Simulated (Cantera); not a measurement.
Mixture: C3H8 : O2 : N2 = 1 : 3.57 : 20.4 (molar parts), equivalence ratio 1.4, at 0.365 atm, adiabatic and at constant volume. Ignition delay is the time to a rise of 400 K.

Computed with Cantera and GRI-Mech 3.0 (53 species, 325 reactions). GRI-Mech 3.0 was tuned for natural gas; its chemistry of propane as a main component is partial and can be far from experiment.

**Question.** Predict: delay at 1398 K; delay at 1473 K; delay at 1548 K; delay at 1623 K; delay at 1698 K; apparent activation energy between 1548 and 1698 K.

**Answer.** 
- delay at 1398 K = 0.515 ms
- delay at 1473 K = 0.233 ms
- delay at 1548 K = 0.124 ms
- delay at 1623 K = 75.4 µs
- delay at 1698 K = 50.3 µs
- apparent activation energy between 1548 and 1698 K = 130 kJ/mol
